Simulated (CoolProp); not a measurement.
Saturation properties of ammonia (Tc = 405.6 K, pc = 11.36 MPa, ω = 0.256).

The numbers come from the reference Helmholtz-energy equation of state, Gao 2020 in CoolProp.

| T (K) | p (MPa) | liquid cp (kJ/(kg K)) | liquid viscosity (µPa s) |
|---|---|---|---|
| 245.4 | 0.1330 | 4.487 | 236 |
| 264.2 | 0.3033 | 4.565 | 188 |
| 283 | 0.6116 | 4.667 | 153 |
| 301.9 | 1.124 | 4.814 | 127 |
| 320.7 | 1.907 | 5.033 | 106 |
| 339.5 | 3.043 | 5.380 | 89.0 |
| 358.3 | 4.624 | 6.001 | 74.1 |
| 377.1 | 6.754 | 7.431 | 60.4 |
| 395.9 | 9.571 | 14.40 | 45.9 |

It boils at 239.8 K under 1 atm.

Viscosity comes from a separate model (Fenghour 1995).
